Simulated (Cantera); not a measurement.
A closed system holds: 1 mol CH3OH, 0.83 mol O2, held at 1.00 bar.

Method: chemical equilibrium by Gibbs-energy minimisation in Cantera with the NASA 1993 tables (ideal gas, pure condensed phases). Candidate condensed phases: C, C6H6, C7H8, C8H18, H2O; 131 gas species. Ions and electrons are included (thermal ionisation). Rates play no part.

Problem. At 4000 K, list the 4 most abundant gas species with their mole fractions, and the condensed phases.

Solution. H 0.458, O 0.185, CO 0.176, H2 0.0827. Condensed: gas only.
